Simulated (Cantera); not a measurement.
## Transport properties of process gases

Gas mixture: 9.65 % N2, 16.7 % H2O, 35.5 % CH3OH, 38.2 % CO2, at 6.08 Torr, frozen composition.

Cantera's kinetic-theory transport with the Lennard-Jones parameters of GRI-Mech 3.0, ideal gas; thermal conductivity in the mixture-averaged form. Polar gases are described roughly by these parameters. The composition is frozen, though it would react at the higher temperatures.

```tsv
T (K)	ρ (kg/m³)	cp (J/kg/K)	μ (µPa s)	λ (mW/m/K)	Pr	D (cm²/s) C2H2	D (cm²/s) NH3	D (cm²/s) NO
400	0.00825	1256	16.7	28.7	0.729	28.2	36.4	35.3
500	0.00660	1384	20.6	38.8	0.734	42.9	56.6	52.9
600	0.00550	1504	24.2	49.2	0.741	59.9	80.6	73.0
700	0.00472	1608	27.7	59.7	0.745	79.1	108	95.6
800	0.00413	1696	31.0	70.2	0.748	100	139	120
900	0.00367	1773	34.1	80.6	0.750	124	172	147
1000	0.00330	1848	37.1	90.8	0.754	149	209	176
1100	0.00300	1910	39.9	101	0.756	175	248	207
1200	0.00275	1964	42.7	111	0.757	204	290	240
```
D: mixture-averaged diffusion coefficient of that species in the mixture.
